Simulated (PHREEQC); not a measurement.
Consider water at 25 °C with 43 mmol/kgw H3BO3, 1.4 mmol/kgw KOH and 0.57 mmol/kgw LiCl. It is in equilibrium with CO2 at log p = -3.4 (atm). Otherwise closed; pH follows from the charge balance.

The numbers come from PHREEQC with the Pitzer model, pitzer.dat.

```
Item                          Result
-------------------  ---------------
pH                              7.61
ionic strength       0.00197 mol/kgw
osmotic coefficient            0.998
total alkalinity         1.40 meq/kg
```

```
species      molality  activity   log γ
-----------  --------  --------  ------
B(OH)3         0.0417    0.0417   0.000
K+            0.00140   0.00133  -0.023
B(OH)4-       0.00104  0.000979  -0.025
Cl-          0.000570  0.000543  -0.021
Li+          0.000570  0.000547  -0.018
HCO3-        0.000266  0.000251  -0.025
B3O3(OH)4-    9.44e-5   8.76e-5  -0.033
CO2           1.35e-5   1.36e-5   0.000
CO3-2         5.84e-7   4.69e-7  -0.095
B4O5(OH)4-2   4.61e-7   3.69e-7  -0.097
OH-           4.36e-7   4.12e-7  -0.025
H+            2.56e-8   2.45e-8  -0.018
```

Precipitation was switched off in this run.
